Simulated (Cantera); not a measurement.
A closed system holds: 1 mol CuF2, 8.7 mol H2, equilibrated at 0.00173 Torr.

Equilibrium computed with Cantera from the NASA thermochemical tables; the gas is ideal and each condensed phase is pure. Candidate condensed phases: Cu, CuF2; 15 gas species. Rates play no part.

### Question
What share of the Cu ends up in condensed phases as a function of T (°C), at 927, 977, 1027, 1077, 1127, 1177, 1227, 1277?

### Answer
| T (°C) | Cu condensed (%) | as |
|---|---|---|
| 927 | 94.8 | Cu(s) |
| 977 | 80.0 | Cu(s) |
| 1027 | 28.4 | Cu(s) |
| 1077 | 0.0 | - |
| 1127 | 0.0 | - |
| 1177 | 0.0 | - |
| 1227 | 0.0 | - |
| 1277 | 0.0 | - |
